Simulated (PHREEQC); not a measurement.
# Polishing slurry liquid (model solution)

Solution (25 °C): 6.2 mmol/kgw TMAH and 0.0043 mmol/kgw H4SiO4. Closed to the air; pH follows from the charge balance.

Equilibrium calculation in PHREEQC: ion-association model, phreeqc.dat.

No solid was allowed to form.

**Question.** Predict the pH.

**Answer.** pH 11.75.

**Question.** In which forms is Si present?

**Answer.** H3SiO4- 94 %, H2SiO4-2 4.6 %, H4SiO4 1.0 % of the Si.

Complexes and solids missing from the database can't appear. (CH3)4N+ isn't in the database: it is added as a free cation with an ion size of 4 Å.
